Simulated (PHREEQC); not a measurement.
Make-up at 80 °C: 0.023 mol/kgw HCl, 0.00021 mol/kgw MnSO4 and 0.28 mol/kgw Na2SO4. Closed to the air; pH follows from the charge balance.

All values are PHREEQC results (ion-association model, phreeqc.dat), not measurements.

Precipitation was switched off in this run.

Order these Mn species by the share of Mn that they hold, largest first: Mn+2, MnSO4, MnCl+.

MnSO4 (66 %), Mn+2 (33 %), MnCl+ (0.59 %)

Order these S species by the share of S that they hold, largest first: HSO4-, SO4-2, NaSO4-.

SO4-2 (61 %), NaSO4- (32 %), HSO4- (7.5 %)

The pH is 2.85 and the ionic strength 0.643 mol/kgw. Species that the database lacks are ignored. Away from 25 °C the constants follow the database's enthalpies or fits; those with neither stay at their 25 °C values.
